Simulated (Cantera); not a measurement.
A closed system holds: 1 mol PbO, 6.3 mol C, 12 mol N2, equilibrated at 97.0 Pa.

Equilibrium computed with Cantera from the NASA thermochemical tables; the gas is ideal and each condensed phase is pure. Candidate condensed phases: C, Pb, PbO, PbO2, Pb3O4; 27 gas species. Rates play no part.

x: gas mole fraction; n: condensed amount in mol.

| T (K) | x N2 | x CO | x Pb | x CN | x C3 | x C | x C2 | n C(graphite) |
|---|---|---|---|---|---|---|---|---|
| 2148 | 0.857 | 0.0714 | 0.0714 | (withheld) | 8.46e-7 | 6.10e-7 | 7.32e-8 | 5.30 |
| 2198 | 0.857 | 0.0714 | 0.0714 | (withheld) | 2.39e-6 | 1.52e-6 | 2.09e-7 | 5.30 |
| 2248 | 0.857 | 0.0714 | 0.0714 | (withheld) | 6.45e-6 | 3.63e-6 | 5.67e-7 | 5.30 |
| 2298 | 0.857 | 0.0714 | 0.0714 | (withheld) | 1.66e-5 | 8.35e-6 | 1.48e-6 | 5.29 |
| 2348 | 0.856 | 0.0714 | 0.0714 | (withheld) | 4.11e-5 | 1.85e-5 | 3.68e-6 | 5.29 |
| 2398 | 0.856 | 0.0714 | 0.0714 | (withheld) | 9.77e-5 | 3.98e-5 | 8.84e-6 | 5.28 |
| 2448 | 0.855 | 0.0713 | 0.0713 | (withheld) | 0.000224 | 8.27e-5 | 2.05e-5 | 5.26 |
| 2498 | 0.854 | 0.0713 | 0.0713 | (withheld) | 0.000497 | 0.000167 | 4.57e-5 | 5.23 |
| 2548 | 0.852 | 0.0712 | 0.0712 | (withheld) | 0.00107 | 0.000328 | 9.91e-5 | 5.18 |
| 2598 | 0.848 | 0.0710 | 0.0710 | (withheld) | 0.00222 | 0.000627 | 0.000208 | 5.09 |
| 2648 | 0.843 | 0.0706 | 0.0706 | (withheld) | 0.00449 | 0.00117 | 0.000425 | 4.94 |

Problem. Some entries are withheld; supply them.

Solution. 
- 2148, x CN: 0.000101
- 2198, x CN: 0.000176
- 2248, x CN: 0.000298
- 2298, x CN: 0.000493
- 2348, x CN: 0.000798
- 2398, x CN: 0.00127
- 2448, x CN: 0.00197
- 2498, x CN: 0.00301
- 2548, x CN: 0.00452
- 2598, x CN: 0.00667
- 2648, x CN: 0.00969
